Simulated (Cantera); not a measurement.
Feed: 1 mol SiH2Cl2, 1 mol HCl, a varied amount of H2, held at 1177 °C and 960 Pa.

Method: chemical equilibrium by Gibbs-energy minimisation in Cantera with the NASA 1993 tables (ideal gas, pure condensed phases). Candidate condensed phases: Si; 19 gas species. The tables' values for SiCl3 are old estimates; treat these amounts as uncertain. Kinetics and transport are ignored.

x: gas mole fraction; n: condensed amount in mol.

```csv
n(H2) (mol),x H2,x HCl,x SiCl2,x SiCl3,n Si(s)
42,0.942,0.0499,0.00814,0.000143,0.626
54,0.953,0.0413,0.00552,7.95e-5,0.680
69,0.962,0.0341,0.00372,4.40e-5,0.728
90,0.970,0.0274,0.00239,2.26e-5,0.775
120,0.977,0.0214,0.00145,1.07e-5,0.820
150,0.981,0.0176,0.000977,5.92e-6,0.849
190,0.985,0.0143,0.000636,3.11e-6,0.876
250,0.988,0.0111,0.000383,1.46e-6,0.902
320,0.991,0.00880,0.000241,7.26e-7,0.921
420,0.993,?,?,3.34e-7,0.938
540,0.994,0.00535,8.86e-5,1.62e-7,0.951
700,0.996,?,?,7.61e-8,0.961
900,0.997,0.00326,3.28e-5,3.64e-8,0.969
```

Task: Fill in the missing entries.

Result: 
- 420, x HCl: 0.00680
- 420, x SiCl2: 0.000144
- 700, x HCl: 0.00416
- 700, x SiCl2: 5.36e-5
